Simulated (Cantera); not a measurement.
Input: 1 mol SiCl4, 1.3 mol HCl, 0.48 mol H2, 2.8 mol Cl2, held at 1402 °C and 100000 Pa.

These are equilibrium values from Cantera (NASA tables, ideal gas, pure condensed phases), not measurements of a reactor. Candidate condensed phases: Si; 19 gas species. The tables' values for SiCl3 are old estimates; treat these amounts as uncertain. Kinetics and transport are ignored.

Base state: HCl 0.385, Cl2 0.346, SiCl4 0.170, Cl 0.0988, SiCl3 8.23e-5 (mole fractions); condensed: gas only.

**Question.** What changes in the equilibrium state with this change: Cl2 from 2.8 to 0.55 mol?

**Answer.** 
```
species   before     after
-------  -------  --------
HCl        0.385     0.672
SiCl4      0.170     0.297
Cl        0.0988    0.0184
Cl2        0.346    0.0120
H2       1.25e-7   1.09e-5
SiCl3    8.23e-5  0.000770
```
